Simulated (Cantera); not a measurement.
A closed system holds: 1 mol n-butane, 0.096 mol H2O, 0.47 mol N2, at 0.000500 bar.

These are equilibrium values from Cantera (NASA tables, ideal gas, pure condensed phases), not measurements of a reactor. Candidate condensed phases: C, C6H6, C7H8, C8H18, H2O; 136 gas species. Rates play no part.

Task: What share of the C ends up in condensed phases as a function of T (°C), at 1600, 1675, 1750, 1825, 1900, 1975, 2050, 2125, 2200, 2275, 2350, 2425?

Result: 
```tsv
T (°C)	C condensed (%)	as
1600	97.2	C(graphite)
1675	97.0	C(graphite)
1750	96.7	C(graphite)
1825	96.4	C(graphite)
1900	96.0	C(graphite)
1975	95.6	C(graphite)
2050	95.0	C(graphite)
2125	94.4	C(graphite)
2200	93.5	C(graphite)
2275	91.9	C(graphite)
2350	88.0	C(graphite)
2425	77.5	C(graphite)
```
